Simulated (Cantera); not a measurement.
## Si2H6 + CO2 + N2 (silicon oxide and oxynitride deposition)

Input: 1 mol Si2H6, a varied amount of CO2, 64 mol N2, held at 775 °C and 0.100 bar.

Method: chemical equilibrium by Gibbs-energy minimisation in Cantera with the NASA 1993 tables (ideal gas, pure condensed phases). Candidate condensed phases: C, C6H6, C7H8, C8H18, H2O, Si, SiC, SiO2, Si2N2O, Si3N4; 151 gas species. The feed counts by its element totals alone. N2 is the only nitrogen source here; it is nearly inert below about 1500 K, so the nitride shown seldom forms there in practice. Mutual solubility and eutectic melting of coexisting phases are not modelled. Rates play no part.

At 0.45 mol CO2 the condensed part is C(graphite) + Si2N2O(s) + Si3N4(s). At 0.64 mol CO2 the condensed part is C(graphite) + Si2N2O(s). From 0.9 mol CO2 to 1.8 mol CO2 the condensed part is C(graphite) + SiO2(β-quartz) + Si2N2O(s). From 2.5 mol CO2 to 3.6 mol CO2 the condensed part is C(graphite) + SiO2(β-quartz). From 5.1 mol CO2 to 14 mol CO2 the condensed part is SiO2(β-quartz).

| n(CO2) (mol) | x N2 | x CO2 | x CO | x H2 | x H2O | x CH4 | n C(graphite) | n Si2N2O(s) | n Si3N4(s) | n SiO2(β-quartz) |
|---|---|---|---|---|---|---|---|---|---|---|
| 0.45 | 0.955 | <1e-12 | 4.68e-9 | 0.0455 | 3.96e-12 | 1.20e-5 | 0.449 | 0.900 | 0.0667 | 0 |
| 0.64 | 0.951 | 3.94e-7 | 0.00422 | 0.0452 | 3.56e-6 | 1.19e-5 | 0.359 | 1.00 | 0 | 0 |
| 0.9 | 0.950 | 4.71e-7 | 0.00461 | 0.0451 | 3.88e-6 | 1.19e-5 | 0.592 | 0.836 | 0 | 0.329 |
| 1.3 | 0.950 | 4.71e-7 | 0.00461 | 0.0449 | 3.87e-6 | 1.18e-5 | 0.991 | 0.569 | 0 | 0.861 |
| 1.8 | 0.951 | 4.71e-7 | 0.00461 | 0.0447 | 3.85e-6 | 1.16e-5 | 1.49 | 0.237 | 0 | 1.53 |
| 2.5 | 0.941 | 4.77e-6 | 0.0147 | 0.0441 | 1.21e-5 | 1.13e-5 | 1.50 | 0 | 0 | 2.00 |
| 3.6 | 0.912 | 4.57e-5 | 0.0455 | 0.0427 | 3.62e-5 | 1.06e-5 | 0.405 | 0 | 0 | 2.00 |
| 5.1 | 0.888 | 0.0101 | 0.0606 | 0.0365 | 0.00514 | 6.23e-8 | 0 | 0 | 0 | 2.00 |
| 7.2 | 0.863 | 0.0315 | 0.0656 | 0.0288 | 0.0117 | 1.46e-8 | 0 | 0 | 0 | 2.00 |
| 10 | 0.831 | 0.0612 | 0.0687 | 0.0222 | 0.0167 | 4.92e-9 | 0 | 0 | 0 | 2.00 |
| 14 | 0.790 | 0.103 | 0.0699 | 0.0165 | 0.0205 | 1.67e-9 | 0 | 0 | 0 | 2.00 |
x: gas mole fraction; n: condensed amount in mol.
